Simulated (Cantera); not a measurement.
An isothermal, constant-pressure homogeneous reactor starts with N2O = 1 (molar parts), at 1425 K and 20.0 Torr. Integrator tolerance rtol = 1e-08.

Cantera simulation using GRI-Mech 3.0 (53 species, 325 reactions); the numbers are that mechanism's predictions, not measurements. GRI-Mech 3.0 was tuned for natural gas; its chemistry of N2O as a main component is partial and can be far from experiment. Radical loss at walls, strong at low pressure, is not modelled. The temperature is held fixed by assumption; the heat of reaction is taken as removed at once.

### Question
What does this change do: pressure from 20.0 Torr to 100.0 Torr?

### Answer
```tsv
quantity	before	after
x(N2O) at 200 s	4.93e-6 (gas-phase equilibrium 9.14e-9)	4.64e-6 (gas-phase equilibrium 2.04e-8)
x(NO2) at 200 s	0.000169 (gas-phase equilibrium 1.35e-6)	0.000357 (gas-phase equilibrium 3.02e-6)
x(O) at 200 s	4.44e-6 (gas-phase equilibrium 4.93e-6)	1.99e-6 (gas-phase equilibrium 2.21e-6)
x(N2) at 200 s	0.599 (gas-phase equilibrium 0.666)	0.603 (gas-phase equilibrium 0.666)
x(O2) at 200 s	0.265 (gas-phase equilibrium 0.333)	0.269 (gas-phase equilibrium 0.333)
x(NO) at 200 s	0.136 (gas-phase equilibrium 0.000968)	0.127 (gas-phase equilibrium 0.000968)
```
